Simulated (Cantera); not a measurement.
An isothermal, constant-pressure homogeneous reactor starts with CO : O2 : H2O : N2 = 0.0013 : 0.0067 : 0.00087 : 1 (molar parts), equivalence ratio 0.097, at 1400 K and 3750 Torr. Integrator tolerance rtol = 1e-08.

Cantera simulation using GRI-Mech 3.0 (53 species, 325 reactions); the numbers are that mechanism's predictions, not measurements.

Question: What does this change do: temperature 1400 to 975 K?

Answer: 
```
quantity                                              before                                      after
-----------------  -----------------------------------------  -----------------------------------------
x(CO) at 6.00 s      7.35e-9 (gas-phase equilibrium 7.39e-9)     0.00107 (gas-phase equilibrium <1e-12)
x(O2) at 6.00 s      0.00600 (gas-phase equilibrium 0.00593)    0.00653 (gas-phase equilibrium 0.00600)
x(H2O) at 6.00 s   0.000863 (gas-phase equilibrium 0.000863)  0.000862 (gas-phase equilibrium 0.000863)
x(HO2) at 6.00 s   8.72e-10 (gas-phase equilibrium 8.65e-10)   2.38e-7 (gas-phase equilibrium 5.96e-12)
x(OH) at 6.00 s      7.88e-7 (gas-phase equilibrium 7.86e-7)    1.79e-9 (gas-phase equilibrium 1.78e-9)
x(CO2) at 6.00 s     0.00129 (gas-phase equilibrium 0.00129)   0.000220 (gas-phase equilibrium 0.00129)
x(H2O2) at 6.00 s  1.67e-11 (gas-phase equilibrium 1.66e-11)     1.69e-8 (gas-phase equilibrium <1e-12)
```

Question: What does this change do: 0.022 parts CH4 added?

Answer: 
| quantity | before | after |
|---|---|---|
| x(CO) at 6.00 s | 7.35e-9 (gas-phase equilibrium 7.39e-9) | 0.00566 (gas-phase equilibrium 0.0147) |
| x(O2) at 6.00 s | 0.00600 (gas-phase equilibrium 0.00593) | <1e-12 (gas-phase equilibrium <1e-12) |
| x(H2O) at 6.00 s | 0.000863 (gas-phase equilibrium 0.000863) | 0.00736 (gas-phase equilibrium 2.33e-7) |
| x(HO2) at 6.00 s | 8.72e-10 (gas-phase equilibrium 8.65e-10) | <1e-12 (gas-phase equilibrium <1e-12) |
| x(OH) at 6.00 s | 7.88e-7 (gas-phase equilibrium 7.86e-7) | 2.08e-9 (gas-phase equilibrium <1e-12) |
| x(CO2) at 6.00 s | 0.00129 (gas-phase equilibrium 0.00129) | 0.000943 (gas-phase equilibrium 4.29e-8) |
| x(H2O2) at 6.00 s | 1.67e-11 (gas-phase equilibrium 1.66e-11) | <1e-12 (gas-phase equilibrium <1e-12) |
GRI-Mech 3.0 stops at C3 and has no aromatics, soot or wall deposition, so with more carbon than oxygen in the feed, carbon stays in small species such as C2H2 where larger ones or solid carbon would form.
